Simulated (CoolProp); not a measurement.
Model: reference Helmholtz-energy equation of state, de Reuck 1990, in CoolProp.

**Question.** For fluorine, give the phase and the density (kg/m³), cp (kJ/(kg K)), Joule-Thomson coefficient (K/MPa), fugacity coefficient at -199.85 °C and 6.55 bar; -199.85 °C and 39.3 bar.

**Answer.** 
- -199.85 °C and 6.55 bar: liquid; density 1580, cp 1.48, Joule-Thomson coefficient -0.298, fugacity coefficient 0.0322
- -199.85 °C and 39.3 bar: liquid; density 1590, cp 1.48, Joule-Thomson coefficient -0.302, fugacity coefficient 0.00610
